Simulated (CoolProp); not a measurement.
The numbers come from the reference Helmholtz-energy equation of state, Span 2003 in CoolProp. It is a short technical equation, of lower accuracy than the large ones.

Task: For n-heptane, give the phase and the density (kg/m³), cv (kJ/(kg K)), isothermal compressibility (1/MPa), expansivity (1/kK) at 312.3 K and 594 kPa; 312.3 K and 3270 kPa.

Result: 
- 312.3 K and 594 kPa: liquid; density 668, cv 1.83, isothermal compressibility 0.00163, expansivity 1.28
- 312.3 K and 3270 kPa: liquid; density 671, cv 1.83, isothermal compressibility 0.00156, expansivity 1.24
